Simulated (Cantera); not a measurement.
Cantera run:

```python
import numpy as np
import cantera as ct

gas_names = """
    B BH BH2 BH3 BN BO BO2 B2 B2O B2O2 B2O3 B3O3H3 H HBO HBO2 HNO HNO2 HNO3 HO2 H2 H2O H2O2 H3B3O6 N NH
    NH2 NH3 NH2OH NO NO2 NO3 N2 N2H2 N2H4 N2O O OH O2 O3
""".split()
cond_names = """
    B(b) B(L) BN(s) B2O3(L) B3O3H3(cr) H2O(s) H2O(L)
""".split()


def load(file, names, dense=False):
    # The tables refer to 1 bar. Condensed volumes are neglected.
    table = {s.name: s for s in ct.Species.list_from_file(file)}
    out = []
    for n in names:
        d = dict(table[n].input_data)
        d["thermo"] = dict(d["thermo"], **{"reference-pressure": 1e5})
        if dense:
            d["equation-of-state"] = {"model": "constant-volume", "density": "1e6 g/cm^3"}
        out.append(ct.Species.from_dict(d))
    return out


gas = ct.Solution(thermo="ideal-gas", species=load("nasa_gas.yaml", gas_names))
cond = {s.name: ct.Solution(thermo="fixed-stoichiometry", species=[s], name=s.name)
        for s in load("nasa_condensed.yaml", cond_names, dense=True)}
atoms = {
    'B2O3': {'B': 2, 'O': 3},
    'NH3': {'N': 1, 'H': 3},
    'H2O': {'H': 2, 'O': 1},
}
top_T = {'BN(s)': 3200}  # K; cautious upper limits of use, not melting points


def equilibrate(T, P, feed):
    n = {}
    for name, mol in feed.items():
        for a, k in atoms[name].items():
            n[a] = n.get(a, 0.0) + k * mol
    gas.TPX = T, P, n
    mass = sum(n.values()) * gas.mean_molecular_weight
    gas.equilibrate("TP")
    valid = [c for c in cond.values() if c.min_temp <= T <= top_T.get(c.name, c.max_temp)]
    mix = ct.Mixture([(gas, mass / gas.mean_molecular_weight)] + [(c, 0.0) for c in valid])
    mix.T, mix.P = T, P
    mix.equilibrate("TP", solver="vcs", rtol=1e-11, max_steps=5000)
    return mix


results = []
feed = {'B2O3': 1, 'NH3': 0.54, 'H2O': 3.9}  # mol
T = 900  # K
P = 133.322  # Pa
mix = equilibrate(T, P, feed)
results.append((T, P, feed, dict(zip(mix.species_names, mix.species_moles))))
print(gas.report(threshold=0.001))
for i in range(1, mix.n_phases):
    print(f"{mix.phase(i).name:16s} {mix.phase_moles(i):12.5e} mol")
```

Result:

```
       temperature   900 K
          pressure   133.32 Pa
           density   0.00028673 kg/m^3
  mean mol. weight   16.094 kg/kmol
   phase of matter   gas

                          1 kg             1 kmol
                     ---------------   ---------------
          enthalpy       -1.0605e+07       -1.7068e+08  J
   internal energy        -1.107e+07       -1.7816e+08  J
           entropy             17306        2.7851e+05  J/K
    Gibbs function       -2.6181e+07       -4.2134e+08  J
 heat capacity c_p            2371.7             38168  J/K
 heat capacity c_v              1855             29854  J/K

                      mass frac. Y      mole frac. X     chem. pot. / RT
                     ---------------   ---------------   ---------------
                H2          0.020387           0.16274           -25.686
               H2O           0.87506           0.78173           -63.728
            H3B3O6         0.0099573         0.0012191           -368.09
                N2           0.09443          0.054248           -34.132
     [  +35 minor]        0.00016638        6.1126e-05

B(b)              0.00000e+00 mol
BN(s)             0.00000e+00 mol
B2O3(L)           9.90747e-01 mol
B3O3H3(cr)        0.00000e+00 mol
```

Cantera equilibrium calculation (NASA polynomials, part measured and part estimated; ideal gas, pure solids and liquids). Gases not in the tables: H3BO3.
